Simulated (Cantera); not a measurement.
A freely propagating, adiabatic, planar premixed flame of H2 : O2 : N2 : H2O = 1 : 0.25 : 0.85 : 0.073 (molar parts), equivalence ratio 2.0, unburnt at 698 K and 34000 Pa; mixture-averaged transport, grid criteria slope 0.08 and curve 0.16, no radiation.

Computed with Cantera and the H2/O2 subset of GRI-Mech 3.0, which has no nitrogen chemistry. Burning velocities carry a grid error of a few per cent, more on coarse grids.

### Question
How do the results move with these cheaper or finer settings: unity-Lewis-number transport; multicomponent transport; multicomponent+Soret transport; grid criteria slope 0.5, curve 1; grid criteria slope 0.25, curve 0.5; grid criteria slope 0.03, curve 0.06?

### Answer
```tsv
setting	laminar burning velocity	thermal thickness	peak x(H2O2)	peak x(OH)	grid points
as above	1090 cm/s	1.92 mm	9.13e-7	0.00731	128
unity-Lewis-number transport	668 cm/s	1.60 mm	7.62e-7	0.00712	133
multicomponent transport	1070 cm/s	1.93 mm	9.26e-7	0.00729	128
multicomponent+Soret transport	1040 cm/s	1.90 mm	9.61e-7	0.00726	128
grid criteria slope 0.5, curve 1	1340 cm/s	3.25 mm	8.14e-7	0.00733	46
grid criteria slope 0.25, curve 0.5	1210 cm/s	2.33 mm	8.22e-7	0.00752	75
grid criteria slope 0.03, curve 0.06	1060 cm/s	1.81 mm	9.41e-7	0.00720	293
```
Unity Lewis numbers drop preferential diffusion, which matters most where H2 and H carry the flame; Soret adds thermal diffusion.
